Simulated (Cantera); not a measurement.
A closed system holds: 1 mol Cr₂O₃, 3 mol H₂, 0.77 mol N₂, at 0.0100 bar.

Equilibrium computed with Cantera from the NASA thermochemical tables; the gas is ideal and each condensed phase is pure. Candidate condensed phases: Cr, CrN, Cr₂N, Cr₂O₃, H₂O; 29 gas species. Mutual solubility and eutectic melting of coexisting phases are not modelled. Kinetics and transport are ignored.

**Question.** At 1673 K, list the 4 most abundant gas species with their mole fractions, and the condensed phases.

**Answer.** H₂ 0.791, N₂ 0.204, H₂O 0.00274, Cr 0.00135. Condensed: Cr(s) + Cr₂O₃(s).
